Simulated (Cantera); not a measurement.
Input: 1 mol Si, 2.6 mol Cl2, 6.1 mol H2, equilibrated at 648 K and 0.510 bar.

Method: chemical equilibrium by Gibbs-energy minimisation in Cantera with the NASA 1993 tables (ideal gas, pure condensed phases). Rates play no part.

```tsv
species	before	after
HCl	0.156	0.536
H2	0.714	0.361
SiCl4	0.130	0.103
SiHCl3	4.64e-5	5.42e-6
```
Gas species are given as mole fractions.

Question: Which change was made?
(A) temperature from 648 K to 1125 K
(B) Si replaced by SiCl4
(C) temperature from 648 K to 898.15 K
(D) temperature from 648 K to 975 K

Answer: B, Si replaced by SiCl4
